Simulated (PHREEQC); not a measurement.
Solution (65 °C): 0.00056 mol/kgw H2S, 0.00014 mol/kgw NaCl and 3.2e-05 mol/kgw CdCl2. Closed to the air; pH follows from the charge balance.

Model: ion-association model, wateq4f.dat, run in PHREEQC.

```
Quantity                   Value
--------------  ----------------
pH                          4.22
ionic strength  0.000206 mol/kgw
```

| species | molality | activity | log γ |
|---|---|---|---|
| H2S | 0.000499 | 0.000499 | 0.000 |
| Cl- | 0.000204 | 0.000200 | -0.008 |
| Na+ | 0.000140 | 0.000138 | -0.008 |
| H+ | 6.06e-5 | 5.96e-5 | -0.008 |
| Cd(HS)2 | 2.65e-5 | 2.65e-5 | 0.000 |
| CdHS+ | 5.53e-6 | 5.43e-6 | -0.008 |
| HS- | 2.17e-6 | 2.13e-6 | -0.008 |
| Cd(HS)3- | 8.68e-9 | 8.53e-9 | -0.008 |
| OH- | 2.06e-9 | 2.02e-9 | -0.008 |

Precipitation was switched off in this run. Saturation is exceeded, for instance for Greenockite; the values hold only as long as no solid forms. Away from 25 °C the constants follow the database's enthalpies or fits; those with neither stay at their 25 °C values. The polysulfide entries of wateq4f.dat were taken out for this run.
